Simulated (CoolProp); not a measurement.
Vapour-liquid equilibrium of benzene (1) + m-xylene (2) at 64.45 °C; x and y are mole fractions of (1).

Computed with CoolProp (multi-fluid Helmholtz-energy mixture model, Thol 2012 and Zhou 2012; pair parameters Bell 2016).

```csv
x,"bubble pressure, mixture model (MPa)","bubble pressure, Raoult's law (MPa)","y, mixture model","y, Raoult's law"
0.05,0.01077,0.01066,0.291,0.286
0.125,0.01482,0.01464,0.523,0.521
0.2,0.01879,0.01861,0.655,0.656
0.275,0.02271,0.02259,0.740,0.743
0.35,0.02661,0.02656,0.800,0.804
0.425,0.03050,0.03054,0.844,0.849
0.5,0.03441,0.03451,0.879,0.884
0.575,0.03833,0.03849,0.908,0.912
0.65,0.04228,0.04246,0.931,0.934
0.725,0.04625,0.04644,0.950,0.953
0.8,0.05025,0.05041,0.966,0.968
0.875,0.05427,0.05438,0.981,0.982
0.95,0.05831,0.05836,0.993,0.993
```

The largest gap from Raoult's law is +1.2 % in bubble pressure, at x = 0.125. No azeotrope shows between x = 0.05 and 0.95.

Pair parameters are fitted to limited data, so mixtures are less certain than the pure fluids. The gap from Raoult's law changes sign with composition, which may be real or a fault of the pair parameters; it wasn't checked against measurements.
